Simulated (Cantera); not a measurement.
An isothermal, constant-pressure homogeneous reactor starts with 75.9 % N2O, 24.1 % H2O, at 1448 K and 12000 Pa.

Cantera simulation using GRI-Mech 3.0 (53 species, 325 reactions); the numbers are that mechanism's predictions, not measurements. GRI-Mech 3.0 was tuned for natural gas; its chemistry of N2O as a main component is partial and can be far from experiment. The temperature is held fixed by assumption; the heat of reaction is taken as removed at once.

x: mole fraction; the columns are a selection and need not sum to one.

```csv
t (s),x N2O,x H2O,x NO2,x NO,x O2,x H
7.00e-5,0.758,0.241,4.75e-9,4.19e-5,7.55e-5,…
0.000165,0.757,0.241,1.78e-7,0.000120,0.000229,…
0.000387,0.756,0.241,2.76e-6,0.000313,0.000688,…
0.000910,0.751,0.240,1.77e-5,0.000793,0.00195,9.24e-7
0.00214,0.742,0.240,7.17e-5,0.00190,0.00496,9.50e-7
0.00503,0.719,0.238,0.000202,0.00438,0.0118,9.32e-7
0.0118,0.669,0.233,0.000406,0.00979,0.0269,9.01e-7
0.0278,0.570,0.225,0.000590,0.0206,0.0572,8.88e-7
0.0654,0.404,0.210,0.000589,0.0384,0.108,9.30e-7
0.154,0.200,0.192,0.000374,0.0592,0.172,…
0.362,0.0498,0.179,0.000168,0.0726,0.220,…
0.851,0.00429,0.175,0.000126,0.0752,0.236,…
2.00,5.81e-5,0.175,0.000172,0.0751,0.237,…
```

Problem. What belongs in the gaps?

Solution. 
- 7.00e-5, x H: 1.38e-7
- 0.000165, x H: 3.90e-7
- 0.000387, x H: 7.46e-7
- 0.154, x H: 1.04e-6
- 0.362, x H: 9.50e-7
- 0.851, x H: 1.96e-7
- 2.00, x H: 2.81e-8
